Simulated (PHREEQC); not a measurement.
Synthetic water in mg/L, 25 °C, pH 6.61, pe 1:

```json
[
 {"constituent": "Na", "mg/L": "4.94"},
 {"constituent": "K", "mg/L": "2.11"},
 {"constituent": "Ca", "mg/L": "2.02"},
 {"constituent": "Mg", "mg/L": "1.44"},
 {"constituent": "Cl", "mg/L": "7.59"},
 {"constituent": "S(6) as SO4", "mg/L": "1.86"},
 {"constituent": "Alkalinity as HCO3", "mg/L": "11.9"},
 {"constituent": "Fe(2)", "mg/L": "0.00655"},
 {"constituent": "Br", "mg/L": "0.0347"},
 {"constituent": "Si as SiO2", "mg/L": "0.0482"},
 {"constituent": "N(-3) as NH4", "mg/L": "0.12"}
]
```

Valence states are taken as typed.

Computed with PHREEQC (ion-association model, wateq4f.dat).

```json
{
 "ionic_strength": "0.000599 mol/kgw",
 "charge_balance_error": "5.0 %"
}
```

```tsv
species	molality	activity	log γ
Na+	0.000215	0.000209	-0.012
Cl-	0.000214	0.000208	-0.012
HCO3-	0.000195	0.000190	-0.012
CO2	0.000105	0.000105	0.000
Mg+2	5.89e-5	5.28e-5	-0.048
K+	5.40e-5	5.25e-5	-0.012
Ca+2	5.01e-5	4.49e-5	-0.048
SO4-2	1.90e-5	1.70e-5	-0.048
```

This is a speciation only: nothing precipitates in the calculation.
